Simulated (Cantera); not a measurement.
**Premixed flame**

A freely propagating, adiabatic, planar premixed flame of 4.23 % C₃H₈, 20.1 % O₂, 75.6 % N₂, equivalence ratio 1.1, unburnt at 625 K and 5.00 bar; mixture-averaged transport, grid criteria slope 0.08 and curve 0.16, no radiation.

Cantera simulation using GRI-Mech 3.0 (53 species, 325 reactions); the numbers are that mechanism's predictions, not measurements. GRI-Mech 3.0 was tuned for natural gas; its chemistry of propane as a main component is partial and can be far from experiment. Burning velocities carry a grid error of a few per cent, more on coarse grids.

```json
[
 {"z (mm)": "-0.202", "T (K)": "625", "u (m/s)": "1.20", "x C₃H₈": "0.0423", "x O₂": "0.201", "x CH₄": "1.15e-6", "x CO₂": "3.53e-7", "x OH": "<1e-8", "x CH₂O": "3.34e-7"},
 {"z (mm)": "-0.135", "T (K)": "627", "u (m/s)": "1.20", "x C₃H₈": "0.0422", "x O₂": "0.201", "x CH₄": "1.13e-5", "x CO₂": "5.47e-6", "x OH": "<1e-8", "x CH₂O": "4.89e-6"},
 {"z (mm)": "-0.101", "T (K)": "633", "u (m/s)": "1.22", "x C₃H₈": "0.0421", "x O₂": "0.200", "x CH₄": "4.80e-5", "x CO₂": "3.32e-5", "x OH": "<1e-8", "x CH₂O": "2.81e-5"},
 {"z (mm)": "-0.0675", "T (K)": "679", "u (m/s)": "1.31", "x C₃H₈": "0.0415", "x O₂": "0.194", "x CH₄": "0.000287", "x CO₂": "0.000344", "x OH": "2.94e-7", "x CH₂O": "0.000255"},
 {"z (mm)": "-0.0337", "T (K)": "1009", "u (m/s)": "2.00", "x C₃H₈": "0.0318", "x O₂": "0.159", "x CH₄": "0.00184", "x CO₂": "0.00437", "x OH": "1.92e-5", "x CH₂O": "0.00185"},
 {"z (mm)": "-0.0169", "T (K)": "1420", "u (m/s)": "2.91", "x C₃H₈": "0.0123", "x O₂": "0.114", "x CH₄": "0.00334", "x CO₂": "0.0124", "x OH": "0.000268", "x CH₂O": "0.00235"},
 {"z (mm)": "0", "T (K)": "1838", "u (m/s)": "3.85", "x C₃H₈": "0.000405", "x O₂": "0.0648", "x CH₄": "0.00216", "x CO₂": "0.0267", "x OH": "0.00223", "x CH₂O": "0.000859"},
 {"z (mm)": "0.0169", "T (K)": "2042", "u (m/s)": "4.28", "x C₃H₈": "3.80e-7", "x O₂": "0.0360", "x CH₄": "0.000331", "x CO₂": "0.0433", "x OH": "0.00609", "x CH₂O": "0.000122"},
 {"z (mm)": "0.0337", "T (K)": "2119", "u (m/s)": "4.42", "x C₃H₈": "<1e-8", "x O₂": "0.0244", "x CH₄": "2.30e-5", "x CO₂": "0.0567", "x OH": "0.00841", "x CH₂O": "9.96e-6"},
 {"z (mm)": "0.0675", "T (K)": "2203", "u (m/s)": "4.56", "x C₃H₈": "<1e-8", "x O₂": "0.0171", "x CH₄": "1.12e-7", "x CO₂": "0.0708", "x OH": "0.00922", "x CH₂O": "5.12e-8"},
 {"z (mm)": "0.135", "T (K)": "2295", "u (m/s)": "4.72", "x C₃H₈": "<1e-8", "x O₂": "0.0127", "x CH₄": "<1e-8", "x CO₂": "0.0797", "x OH": "0.00856", "x CH₂O": "<1e-8"},
 {"z (mm)": "0.270", "T (K)": "2380", "u (m/s)": "4.87", "x C₃H₈": "<1e-8", "x O₂": "0.00915", "x CH₄": "<1e-8", "x CO₂": "0.0853", "x OH": "0.00719", "x CH₂O": "<1e-8"},
 {"z (mm)": "0.540", "T (K)": "2443", "u (m/s)": "4.97", "x C₃H₈": "<1e-8", "x O₂": "0.00636", "x CH₄": "<1e-8", "x CO₂": "0.0900", "x OH": "0.00579", "x CH₂O": "<1e-8"}
]
```
x: mole fraction of selected species; z is measured from the peak of heat release.

```yaml
laminar_burning_velocity: 119 cm/s
thermal_thickness: 0.0675 mm
peak x(CH₄): 0.00344
peak x(OH): 0.00923
peak x(CH₂O): 0.00242
grid_points: 151
```
